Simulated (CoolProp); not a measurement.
Saturated liquid density (kg/m³) of isohexane: the reference equation beside estimates from Tc = 224.6 °C, pc = 3043 kPa, ω = 0.280. Rackett uses Z = 0.29056 − 0.08775 ω.

Computed with CoolProp (reference Helmholtz-energy equation of state, Lemmon 2006). It is a short technical equation, of lower accuracy than the large ones.

```csv
T (°C),reference,Rackett,van der Waals,Redlich-Kwong,Soave-Redlich-Kwong,Peng-Robinson
18.25,654.7,666.9,394.4,581.5,600.5,677.3
40.05,634.5,645.7,382.6,561.1,582.1,657.6
61.75,613.6,623.5,370.0,539.1,561.8,635.5
83.55,591.3,599.8,356.3,514.8,538.9,610.4
105.35,567.4,574.4,341.4,488.1,513.0,581.8
127.15,541.2,546.7,324.9,458.4,483.5,548.7
148.85,511.9,516.1,306.3,424.9,449.3,509.9
170.65,477.2,480.5,284.6,386.0,408.3,462.8
192.45,432.9,436.2,257.8,338.4,356.7,402.6
```

Absolute difference from the reference over all 9 rows, mean and median: Rackett 1.2 and 1.2 %, van der Waals 40.0 and 39.8 %, Redlich-Kwong 15.0 and 14.0 %, Soave-Redlich-Kwong 10.9 and 9.6 %, Peng-Robinson 3.1 and 3.2 %.
